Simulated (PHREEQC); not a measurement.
A solution holds 0.0124 mol/kgw TMAH and 4.3e-06 mol/kgw H4SiO4, at 25 °C. Closed to the air; pH follows from the charge balance.

Computed with PHREEQC (ion-association model, phreeqc.dat).

Precipitation was switched off in this run.

Q: Estimate the pH.

A: pH 12.04.

Q: In which forms is Si present?

A: H3SiO4- 90 %, H2SiO4-2 9.2 % of the Si.

Complexes and solids missing from the database can't appear. (CH3)4N+ isn't in the database: it is added as a free cation with an ion size of 4 Å.
